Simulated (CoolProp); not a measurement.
A single-stage vapour-compression cycle with cyclopentane: evaporating at 324.15 K (dew point), condensing at 374.15 K (bubble point), superheat 8 K, subcooling 2 K, compressor efficiency 0.65, no pressure losses. Each further row changes one setting.

Values from CoolProp's reference Helmholtz-energy equation of state, Gedanitz 2015.

```json
[
 {"case": "as stated", "cooling COP": "(withheld)", "pressure ratio": "3.98", "discharge temperature (K)": "393.0", "refrigerating effect (kJ/kg)": "299", "volumetric capacity (kJ/m³)": "843"},
 {"case": "evaporating temperature 329.15 K", "cooling COP": "(withheld)", "pressure ratio": "3.39", "discharge temperature (K)": "391.2", "refrigerating effect (kJ/kg)": "305", "volumetric capacity (kJ/m³)": "(withheld)"},
 {"case": "condensing temperature 369.15 K", "cooling COP": "4.06", "pressure ratio": "3.53", "discharge temperature (K)": "(withheld)", "refrigerating effect (kJ/kg)": "310", "volumetric capacity (kJ/m³)": "874"},
 {"case": "subcooling 7 K", "cooling COP": "3.70", "pressure ratio": "3.98", "discharge temperature (K)": "393.0", "refrigerating effect (kJ/kg)": "310", "volumetric capacity (kJ/m³)": "874"},
 {"case": "superheat 18 K", "cooling COP": "3.62", "pressure ratio": "3.98", "discharge temperature (K)": "402.6", "refrigerating effect (kJ/kg)": "(withheld)", "volumetric capacity (kJ/m³)": "855"},
 {"case": "compressor efficiency 0.55", "cooling COP": "3.02", "pressure ratio": "3.98", "discharge temperature (K)": "(withheld)", "refrigerating effect (kJ/kg)": "299", "volumetric capacity (kJ/m³)": "843"}
]
```

Problem. Complete the blanks.

Solution. 
- as stated, cooling COP: 3.57
- evaporating temperature 329.15 K, cooling COP: 4.11
- evaporating temperature 329.15 K, volumetric capacity (kJ/m³): 999
- condensing temperature 369.15 K, discharge temperature (K): 387.8
- superheat 18 K, refrigerating effect (kJ/kg): 313
- compressor efficiency 0.55, discharge temperature (K): 401.6
